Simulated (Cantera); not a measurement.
An adiabatic, constant-volume homogeneous reactor starts with H2 : O2 : N2 : H2O = 1 : 0.217 : 0.817 : 0.13 (molar parts), at 1500 K and 10.0 bar.

Model: the H2/O2 subset of GRI-Mech 3.0, which has no nitrogen chemistry, integrated in Cantera. The hydrogen kinetics of GRI-Mech 3.0 are dated; newer H2 mechanisms differ, most at raised pressure.

**Question.** Predict: time of steepest temperature rise; temperature at 1.00 s; equilibrium temperature; x(H2) at 1.00 s; x(O2) at 1.00 s; x(H2O) at 1.00 s; x(OH) at 1.00 s; x(H2O2) at 1.00 s.

**Answer.** 
| Item | Value |
|---|---|
| time of steepest temperature rise | 1.93 µs |
| temperature at 1.00 s | 2990 K |
| equilibrium temperature | 2990 K |
| x(H2) at 1.00 s | 0.281 (gas-phase equilibrium 0.281) |
| x(O2) at 1.00 s | 0.000103 (gas-phase equilibrium 0.000103) |
| x(H2O) at 1.00 s | 0.279 (gas-phase equilibrium 0.279) |
| x(OH) at 1.00 s | 0.00627 (gas-phase equilibrium 0.00627) |
| x(H2O2) at 1.00 s | 2.06e-7 (gas-phase equilibrium 2.06e-7) |
